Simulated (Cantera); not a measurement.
An adiabatic, constant-volume homogeneous reactor starts with CH4 : O2 : N2 = 1 : 0.87 : 6.96 (molar parts), at 1075 K and 10.0 bar.

Computed with Cantera and GRI-Mech 3.0 (53 species, 325 reactions).

x: mole fraction; the columns are a selection and need not sum to one.

```csv
t (s),T (K),P (bar),x CH4,x O2,x C2H6,x NO2,x NO,x H2O2,x C2H2
5.00e-6,1075,10.0,0.113,0.0985,<1e-12,<1e-12,<1e-12,9.13e-12,<1e-12
1.83e-5,1075,10.0,0.113,0.0985,<1e-12,<1e-12,<1e-12,1.20e-10,<1e-12
6.71e-5,1075,10.0,0.113,0.0985,1.82e-11,<1e-12,<1e-12,1.47e-9,<1e-12
0.000246,1075,10.0,0.113,0.0985,1.26e-9,<1e-12,<1e-12,1.43e-8,<1e-12
0.000902,1075,10.0,0.113,0.0985,1.28e-7,<1e-12,<1e-12,6.59e-8,<1e-12
0.00330,1075,10.0,0.113,0.0985,2.24e-6,<1e-12,<1e-12,9.67e-8,<1e-12
0.0121,1075,10.0,0.113,0.0985,1.38e-5,<1e-12,<1e-12,1.94e-7,1.32e-11
0.0444,1080,10.0,0.113,0.0980,…,<1e-12,<1e-12,…,…
0.163,1894,19.9,0.000396,1.75e-10,1.06e-8,<1e-12,6.17e-8,4.88e-12,7.35e-5
0.596,1891,19.8,1.38e-7,1.64e-10,<1e-12,<1e-12,6.25e-8,4.63e-12,2.20e-11
2.18,1891,19.8,1.36e-7,1.64e-10,<1e-12,<1e-12,6.51e-8,4.63e-12,2.15e-11
8.00,1891,19.8,1.36e-7,1.64e-10,<1e-12,<1e-12,7.43e-8,4.63e-12,2.15e-11
```

Q: Complete the blanks.

A: 
- 0.0444, x C2H6: 0.000149
- 0.0444, x H2O2: 1.39e-6
- 0.0444, x C2H2: 2.59e-9
